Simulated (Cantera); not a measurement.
Charge: 1 mol Si3N4, 0.019 mol H2O, 170 mol N2, held at 1.90e-6 bar.

These are equilibrium values from Cantera (NASA tables, ideal gas, pure condensed phases), not measurements of a reactor. Candidate condensed phases: H2O, Si, SiO2, Si2N2O, Si3N4; 35 gas species. The tables' values for SiN are old estimates; treat these amounts as uncertain. Rates play no part.

Question: At 1502 °C, list the 4 most abundant gas species with their mole fractions, and the condensed phases.

Answer: N2 0.983, Si 0.0170, H 0.000215, SiO 0.000109. Condensed: gas only.
